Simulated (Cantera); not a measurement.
A closed system holds: 1 mol PbO, 0.6 mol CO, at 0.00133 bar.

Cantera equilibrium calculation (NASA polynomials, part measured and part estimated; ideal gas, pure solids and liquids). Candidate condensed phases: C, Pb, PbO, PbO₂, Pb₃O₄; 15 gas species. Each liquid is taken as pure. Mutual solubility and eutectic melting of coexisting phases are not modelled. Gases not in the tables: (PbO)n polymers. Equilibrium is a limit: real reactors are often held back by kinetics, nucleation or transport.

x: gas mole fraction; n: condensed amount in mol.

```csv
T (K),x CO₂,x Pb,x PbO,x O₂,x CO,x O,x Pb₂,n Pb(l),n PbO(yellow),n PbO(l)
875,0.999,0.000506,1.93e-6,<1e-12,3.40e-5,<1e-12,1.86e-10,0.600,0.400,0
975,0.993,0.00688,9.73e-5,6.88e-11,8.35e-5,<1e-12,1.48e-8,0.596,0.400,0
1075,0.941,0.0570,0.00231,1.02e-8,0.000167,3.62e-12,5.07e-7,0.564,0.399,0
1175,0.643,0.327,0.0302,5.82e-7,0.000221,3.05e-10,9.38e-6,0.295,0,0.372
1275,0.391,0.391,0.217,0.000159,7.80e-5,3.85e-8,8.27e-6,0,0,0.0660
1375,0.374,0.377,0.247,___,___,___,___,0,0,0
1475,0.373,0.383,0.239,0.00508,0.000479,5.60e-6,3.62e-6,0,0,0
1575,0.368,0.398,0.218,0.0146,0.00119,3.54e-5,2.84e-6,0,0,0
1675,0.361,0.421,___,___,___,___,___,0,0,0
1775,0.350,0.446,0.149,0.0478,0.00694,0.000573,2.10e-6,0,0,0
```

Complete the blanks.


- 1675, x PbO: 0.186
- 1675, x O₂: 0.0299
- 1675, x CO: 0.00292
- 1675, x O: 0.000162
- 1675, x Pb₂: 2.40e-6
- 1375, x O₂: 0.00125
- 1375, x CO: 0.000183
- 1375, x O: 6.17e-7
- 1375, x Pb₂: 5.05e-6
